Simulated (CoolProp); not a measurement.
Hydrogen sulfide along the isobar 12600 kPa: density (kg/m³) from the reference equation and from simpler models built on Tc = 373.1 K, pc = 8999 kPa, ω = 0.101; each cubic takes its own stable root.

Values from CoolProp's reference Helmholtz-energy equation of state, Lemmon 2006. It is a short technical equation, of lower accuracy than the large ones.

```csv
T (K),phase,reference
288.4,liquid,822.8
311,liquid,773.0
333.5,liquid,715.3
356.1,liquid,642.4
378.6,supercritical,531.9
401.2,supercritical,294.4
423.7,supercritical,200.9
446.3,supercritical,165.4
468.8,supercritical,144.7
491.4,supercritical,130.2
```

**Question.** How far does each simpler model (van der Waals, Redlich-Kwong, Soave-Redlich-Kwong) lie from the reference over these 10 states: mean and median of the absolute difference, and the worst?

**Answer.** 
- van der Waals: mean 17.9 %, median 16.2 %, worst -32.1 % at 288.4 K and 12600 kPa
- Redlich-Kwong: mean 4.8 %, median 3.4 %, worst -12.0 % at 378.6 K and 12600 kPa
- Soave-Redlich-Kwong: mean 5.0 %, median 4.4 %, worst -12.5 % at 378.6 K and 12600 kPa
